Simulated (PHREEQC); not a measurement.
Solution (25 °C): 0.057 mol HF, 8.9e-05 mol NH4F and 0.0039 mol H2SO4 per kg of water. Closed to the air; pH follows from the charge balance.

Equilibrium calculation in PHREEQC: ion-association model, phreeqc.dat.

| quantity | before | after |
|---|---|---|
| pH | 2.01 | 3.59 |
| ionic strength (mol/kgw) | 0.0133 | 0.0525 |
| F- (mol/kgw) | 0.00396 | 0.0407 |
| SO4-2 (mol/kgw) | 0.00232 | 0.00301 |
| HSO4- (mol/kgw) | 0.00158 | 4.18e-5 |

What was changed between the two runs?
A. NH4F replaced by H2SiF6 at the same molality
B. NH4F from 8.9e-05 to 9.79e-05 mol/kgw
C. diluted 2-fold with water
D. 0.05 mol/kgw NH3 added

D, 0.05 mol/kgw NH3 added

Precipitation was switched off in this run.
